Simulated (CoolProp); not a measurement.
Cyclopentane at 298.15 K and 0.00769 MPa is compressed adiabatically to 0.0135 MPa with isentropic efficiency 0.9. Each further row changes one setting.

The numbers come from the reference Helmholtz-energy equation of state, Gedanitz 2015 in CoolProp.

```tsv
case	work (kJ/kg)	final temperature (K)	final density (kg/m³)
as stated	?	?	?
efficiency 1	20.4	?	?
efficiency 0.65	?	?	?
```

### Question
Fill in the missing entries.

### Answer

- as stated, work (kJ/kg): 22.6
- as stated, final temperature (K): 316.6
- as stated, final density (kg/m³): 0.361
- efficiency 1, final temperature (K): 314.9
- efficiency 1, final density (kg/m³): 0.363
- efficiency 0.65, work (kJ/kg): 31.3
- efficiency 0.65, final temperature (K): 323.3
- efficiency 0.65, final density (kg/m³): 0.354
